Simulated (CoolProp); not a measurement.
Vapour-liquid equilibrium of CH2F2 (R32) (1) + R1234yf (2) at 225.6 K; x and y are mole fractions of (1).

Computed with CoolProp (multi-fluid Helmholtz-energy mixture model, Tillner-Roth 1997 and Lemmon 2022; pair parameters Bell 2023).

Q: Give the bubble pressure and the first vapour's composition at x = 0.05, 0.35, 0.65. Is there an azeotrope?

A: x = 0.05: 0.5047 bar, y = 0.197; x = 0.35: 0.8898 bar, y = 0.665; x = 0.65: 1.103 bar, y = 0.818. No azeotrope shows between x = 0.05 and 0.95.

The pair parameters rest on a limited set of measurements; away from them the model extrapolates.
